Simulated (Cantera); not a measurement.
A freely propagating, adiabatic, planar premixed flame of H₂ : O₂ : N₂ = 1 : 0.179 : 0.536 (molar parts), equivalence ratio 2.8, unburnt at 600 K and 1000000 Pa; mixture-averaged transport, grid criteria slope 0.08 and curve 0.16, no radiation.

Detailed kinetics in Cantera: the H2/O2 subset of GRI-Mech 3.0, which has no nitrogen chemistry. The hydrogen kinetics of GRI-Mech 3.0 are dated; newer H2 mechanisms differ, most at raised pressure. Burning velocities carry a grid error of a few per cent, more on coarse grids.

Q: What does this change do: inlet temperature 600 to 700 K?

A: 
```csv
quantity,before,after
laminar burning velocity,837 cm/s,1170 cm/s
thermal thickness,0.0262 mm,0.0274 mm
peak x(H₂O₂),7.90e-5,5.81e-5
peak x(HO₂),0.00123,0.00110
peak x(OH),0.00196,0.00245
peak x(O),0.00101,0.00125
```

Q: What does this change do: 0.022 parts H2O added?

A: 
| quantity | before | after |
|---|---|---|
| laminar burning velocity | 837 cm/s | 792 cm/s |
| thermal thickness | 0.0262 mm | 0.0261 mm |
| peak x(H₂O₂) | 7.90e-5 | 8.88e-5 |
| peak x(HO₂) | 0.00123 | 0.00128 |
| peak x(OH) | 0.00196 | 0.00188 |
| peak x(O) | 0.00101 | 0.000915 |

Q: What does this change do: inlet temperature 600 to 675 K?

A: 
```
quantity                     before      after
------------------------  ---------  ---------
laminar burning velocity   837 cm/s  1080 cm/s
thermal thickness         0.0262 mm  0.0270 mm
peak x(H₂O₂)                7.90e-5    6.25e-5
peak x(HO₂)                 0.00123    0.00113
peak x(OH)                  0.00196    0.00232
peak x(O)                   0.00101    0.00119
```
